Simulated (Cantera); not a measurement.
Charge: 1 mol HgO, 0.18 mol H₂, 59 mol N₂, held at 0.0100 bar.

Equilibrium computed with Cantera from the NASA thermochemical tables; the gas is ideal and each condensed phase is pure. Candidate condensed phases: H₂O, Hg, HgO; 25 gas species. Kinetics and transport are ignored. All values below are at 627 °C.

Base state: N₂ 0.974, Hg 0.0165, O₂ 0.00677, H₂O 0.00297 (mole fractions); condensed: gas only.

Task: What changes in the equilibrium state with this change: H₂ from 0.18 to 1.4 mol?

Result: 
```
species   before    after
-------  -------  -------
N₂         0.974    0.961
H₂O      0.00297   0.0163
Hg        0.0165   0.0163
O₂       0.00677    <1e-9
H₂         <1e-9  0.00651
```
